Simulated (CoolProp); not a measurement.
A single-stage vapour-compression cycle with R123: evaporating at 320.15 K (dew point), condensing at 374.15 K (bubble point), superheat 8 K, subcooling 5 K, compressor efficiency 0.85, no pressure losses. Each further row changes one setting.

Computed with CoolProp (reference Helmholtz-energy equation of state, Younglove 1994). It is a modified Benedict-Webb-Rubin equation, recast in Helmholtz form.

```tsv
case	cooling COP	pressure ratio	discharge temperature (K)	refrigerating effect (kJ/kg)	volumetric capacity (kJ/m³)
as stated	?	4.15	378.3	114	1320
evaporating temperature 325.15 K	4.64	?	378.4	117	1570
condensing temperature 369.15 K	?	?	373.9	120	1390
subcooling 10 K	?	4.15	378.3	120	1390
superheat 18 K	4.13	4.15	388.2	122	?
compressor efficiency 0.75	?	4.15	?	114	1320
```

Fill in the missing entries.


- as stated, cooling COP: 4.04
- evaporating temperature 325.15 K, pressure ratio: 3.56
- condensing temperature 369.15 K, cooling COP: 4.60
- condensing temperature 369.15 K, pressure ratio: 3.71
- subcooling 10 K, cooling COP: 4.24
- superheat 18 K, volumetric capacity (kJ/m³): 1360
- compressor efficiency 0.75, cooling COP: 3.57
- compressor efficiency 0.75, discharge temperature (K): 382.6
